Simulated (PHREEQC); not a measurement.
Copper plating or etch bath

Solution (25 °C): 0.052 mol Cu(BF4)2, 0.027 mol HNO3 and 0.081 mol NaCl per kg of water. Closed to the air; pH follows from the charge balance.

The numbers come from PHREEQC with the ion-association model, wateq4f.dat.

pH: 1.69
ionic strength: 0.256 mol/kgw
activity of water: 0.994
total alkalinity: -339 meq/kg

```csv
species,molality,activity,log γ
BF4-,0.0984,0.0647,-0.182
Na+,0.0810,0.0592,-0.136
Cl-,0.0778,0.0539,-0.159
Cu+2,0.0487,0.0148,-0.517
NO3-,0.0270,0.0182,-0.172
H+,0.0257,0.0203,-0.103
HF,0.0106,0.0113,0.026
BF3OH-,0.00320,0.00210,-0.182
CuCl+,0.00307,0.00215,-0.155
H3BO3,0.00200,0.00212,0.026
F-,0.000540,0.000371,-0.163
BF2(OH)2-,0.000386,0.000253,-0.182
H2F2,0.000311,0.000331,0.026
```

This is a speciation only: nothing precipitates in the calculation. Real BF4- forms and hydrolyses slowly; the run takes it at equilibrium.
